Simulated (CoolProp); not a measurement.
The fluid at 285.42 K and 0.0787 MPa (gas) is heated at constant pressure to 313 K. The same conditions are run with several fluids, on thermodynamics alone (safety and materials aside).

Computed with CoolProp (reference Helmholtz-energy equation of state of each fluid (R1336mzz(E): Akasaka 2023; n-butane: Bücker 2006; CH2F2 (R32): Tillner-Roth 1997; R236FA: Pan 2012; sulfur hexafluoride: Guder 2009)).

```json
[
 {"fluid": "R1336mzz(E)", "heat (kJ/kg)": "?", "final density (kg/m³)": "?"},
 {"fluid": "n-butane", "heat (kJ/kg)": "47.6", "final density (kg/m³)": "?"},
 {"fluid": "CH2F2 (R32)", "heat (kJ/kg)": "?", "final density (kg/m³)": "?"},
 {"fluid": "R236FA", "heat (kJ/kg)": "?", "final density (kg/m³)": "4.70"},
 {"fluid": "sulfur hexafluoride", "heat (kJ/kg)": "18.5", "final density (kg/m³)": "4.45"}
]
```

Problem. What belongs in the gaps?

Solution. 
- R1336mzz(E), heat (kJ/kg): 22.9
- R1336mzz(E), final density (kg/m³): 5.09
- n-butane, final density (kg/m³): 1.79
- CH2F2 (R32), heat (kJ/kg): 23.3
- CH2F2 (R32), final density (kg/m³): 1.59
- R236FA, heat (kJ/kg): 23.0
